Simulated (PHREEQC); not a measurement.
A solution holds 0.28 mol/kgw KOH and 1e-05 mol/kgw H4SiO4, at 25 °C. Closed to the air; pH follows from the charge balance.

The numbers come from PHREEQC with the Pitzer model, pitzer.dat.

Each row changes one thing in this solution. Precipitation was switched off in this run.

```
case                                   pH  ionic strength (mol/kgw)  H3SiO4- (mol/kgw)  H4SiO4 (mol/kgw)  SI of SiO2(a) (SiO2)
----------------------------------  -----  ------------------------  -----------------  ----------------  --------------------
as made                             13.33                     0.280            1.33e-6          2.69e-10                 -6.89
KOH left out                         6.97                   1.08e-7            1.37e-8           9.99e-6                 -2.34
H4SiO4 from 1e-05 to 5e-05 mol/kgw  13.33                     0.280            6.64e-6           1.35e-9                 -6.19
temperature from 25 to 30 °C        13.17                     0.280            1.38e-6          3.43e-10                 -6.83
temperature from 25 to 45 °C        12.72                     0.280            1.56e-6          6.81e-10                 -6.65
H4SiO4 from 1e-05 to 1e-06 mol/kgw  13.33                     0.280            1.33e-7          2.69e-11                 -7.89
KOH from 0.28 to 0.028 mol/kgw      12.38                    0.0280            7.77e-6           1.86e-8                 -5.07
```

Constants without temperature data keep their 25 °C values here.
